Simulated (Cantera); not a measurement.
Input: 1 mol Nb, 9.6 mol N2O, equilibrated at 0.133 bar.

Equilibrium computed with Cantera from the NASA thermochemical tables; the gas is ideal and each condensed phase is pure. Candidate condensed phases: Nb, NbO, NbO2, Nb2O5; 12 gas species. Condensed phases not in the tables: the oxides between NbO2 and Nb2O5. Equilibrium is a limit: real reactors are often held back by kinetics, nucleation or transport.

x: gas mole fraction; n: condensed amount in mol.

```tsv
T (K)	x N2	x O2	x NO	x O	n Nb2O5(s)	n Nb2O5(l)
1548	0.729	0.269	___	1.08e-5	0.500	0
1573	0.729	0.269	___	1.48e-5	0.500	0
1598	0.729	0.269	___	2.01e-5	0.500	0
1623	0.729	0.269	___	2.70e-5	0.500	0
1648	0.729	0.269	___	3.59e-5	0.500	0
1673	0.729	0.269	___	4.74e-5	0.500	0
1698	0.728	0.268	___	6.21e-5	0.500	0
1723	0.728	0.268	___	8.06e-5	0.500	0
1748	0.728	0.268	___	0.000104	0.500	0
1773	0.728	0.268	___	0.000133	0.500	0
1798	0.728	0.268	___	0.000169	0	0.500
1823	0.728	0.267	___	0.000214	0	0.500
```

Q: Fill in the missing entries.

A: 
- 1548, x NO: 0.00167
- 1573, x NO: 0.00187
- 1598, x NO: 0.00209
- 1623, x NO: 0.00232
- 1648, x NO: 0.00257
- 1673, x NO: 0.00284
- 1698, x NO: 0.00313
- 1723, x NO: 0.00344
- 1748, x NO: 0.00376
- 1773, x NO: 0.00411
- 1798, x NO: 0.00448
- 1823, x NO: 0.00487
